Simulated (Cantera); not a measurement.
A Cantera script and its output.

```python
import numpy as np
import cantera as ct

surf = ct.Interface("diamond.yaml", "diamond_100")
gas, bulk = surf.adjacent["gas"], surf.adjacent["diamond"]
k = surf.kinetics_species_index(bulk.species_names[0])
cover = ["c6HH", "c6H*", "c6*H", "c6**", "c6HM", "c6B"]

rows, drift = [], 0.0
print(f"{'P':>10s}{'um/h':>11s}" + "".join(f"{s:>11s}" for s in cover))
for v in [1000, 1500, 2200, 3300, 4900, 7300, 11000, 16000]:
    T, P, xH, xCH3 = 1150, v, 0.00049, 0.00016
    gas.TPX = T, P, {"H": xH, "CH3": xCH3, "CH4": 0.0049, "H2": 1 - xH - xCH3 - 0.0049}
    surf.TP = bulk.TP = T, P
    surf.coverages = "c6H*:0.1, c6HH:0.9"
    surf.advance_coverages(100.0)
    before = surf.coverages
    surf.advance_coverages(100.0)
    drift = max(drift, np.max(np.abs(surf.coverages - before) / (surf.coverages + 1e-9)))
    rate = surf.net_production_rates[k] * bulk.mean_molecular_weight / bulk.density * 3.6e9
    rows.append([rate, *surf[cover].coverages])
    print(f"{v:10.4g}{rate:11.4e}" + "".join(f"{x:11.3e}" for x in rows[-1][1:]))
```

Result:

```
         P       um/h       c6HH       c6H*       c6*H       c6**       c6HM        c6B
      1000 7.1139e-02  5.062e-01  3.127e-02  4.433e-01  1.475e-02  1.530e-03  1.930e-10
      1500 1.2295e-01  5.057e-01  3.123e-02  4.428e-01  1.473e-02  2.276e-03  3.336e-10
      2200 2.1224e-01  5.049e-01  3.118e-02  4.420e-01  1.470e-02  3.295e-03  5.759e-10
      3300 3.9020e-01  5.037e-01  3.110e-02  4.409e-01  1.466e-02  4.837e-03  1.059e-09
      4900 7.2570e-01  5.021e-01  3.099e-02  4.393e-01  1.461e-02  6.961e-03  1.969e-09
      7300 1.3830e+00  4.998e-01  3.084e-02  4.372e-01  1.453e-02  9.909e-03  3.753e-09
   1.1e+04 2.7097e+00  4.967e-01  3.064e-02  4.342e-01  1.444e-02  1.397e-02  7.353e-09
   1.6e+04 4.9986e+00  4.932e-01  3.040e-02  4.308e-01  1.432e-02  1.868e-02  1.356e-08
```

Computed with Cantera and the Harris–Goodwin 1993 mechanism for the reconstructed diamond (100) surface.
